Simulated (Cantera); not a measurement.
**Ignition delay**

Mixture: 3.56 % CO, 0.605 % H2, 5.33 % CH4, 19.0 % O2, 71.5 % N2, equivalence ratio 0.67, at 7500 Torr, adiabatic and at constant volume. Ignition delay is the time to a rise of 400 K.

Cantera simulation using GRI-Mech 3.0 (53 species, 325 reactions); the numbers are that mechanism's predictions, not measurements.

```
T0 (K)  delay (ms)
------  ----------
1023          15.2
1123          3.50
1223          1.16
1323         0.439
1423         0.177
1523        0.0764
1623        0.0358
1723        0.0181
1823       0.00985
```

* **apparent activation energy between 1623 and 1823 K**: 160 kJ/mol
